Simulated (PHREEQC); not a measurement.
Dissolve 0.13 mol Cu(NO3)2, 0.0043 mol H2SO4 and 0.0035 mol KCl per kg of water at 20 °C. Closed to the air; pH follows from the charge balance.

Equilibrium calculation in PHREEQC: ion-association model, wateq4f.dat.

**Question.** The ionic strength comes out as 0.396 mol/kgw. What activity coefficients do K+, Cu+2, NO3-, KSO4-, Cl- get?

**Answer.** K+ 0.66, Cu+2 0.27, NO3- 0.64, KSO4- 0.71, Cl- 0.66.

No solid was allowed to form.
